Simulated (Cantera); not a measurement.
A closed system holds: 1 mol HBr, 6.8 mol H₂O, 1.3 mol N₂, held at 3450 K and 2.70 bar.

These are equilibrium values from Cantera (NASA tables, ideal gas, pure condensed phases), not measurements of a reactor. Candidate condensed phases: Br₂, H₂O; 27 gas species. Kinetics and transport are ignored.

Base state: H₂O 0.312, H₂ 0.162, H 0.129, OH 0.111, N₂ 0.102, Br 0.0631, O 0.0516, O₂ 0.0382 (mole fractions); condensed: gas only.

What changes in the equilibrium state with this change: temperature from 3450 K to 2850 K?


```csv
species,before,after
H₂O,0.312,0.611
N₂,0.102,0.129
H₂,0.162,0.0797
H,0.129,0.0167
O,0.0516,0.00493
OH,0.111,0.0376
NO,0.0117,0.00428
O₂,0.0382,0.0151
HBr,0.0195,0.0417
Br,0.0631,0.0594
N,3.38e-5,1.10e-6
Br₂,1.21e-5,4.92e-5
HO₂,5.46e-5,1.40e-5
```

What changes in the equilibrium state with this change: pressure from 2.70 bar to 100 bar?


```json
[
 {"species": "H₂O", "before": "0.312", "after": "0.597"},
 {"species": "N₂", "before": "0.102", "after": "0.128"},
 {"species": "H₂", "before": "0.162", "after": "0.0821"},
 {"species": "H", "before": "0.129", "after": "0.0151"},
 {"species": "O", "before": "0.0516", "after": "0.00528"},
 {"species": "HBr", "before": "0.0195", "after": "0.0578"},
 {"species": "O₂", "before": "0.0382", "after": "0.0148"},
 {"species": "OH", "before": "0.111", "after": "0.0491"},
 {"species": "Br", "before": "0.0631", "after": "0.0431"},
 {"species": "NO", "before": "0.0117", "after": "0.00820"},
 {"species": "Br₂", "before": "1.21e-5", "after": "0.000209"},
 {"species": "H₂O₂", "before": "3.19e-6", "after": "2.32e-5"},
 {"species": "N", "before": "3.38e-5", "after": "6.22e-6"}
]
```
The ideal-gas law is rough above about 30 bar.
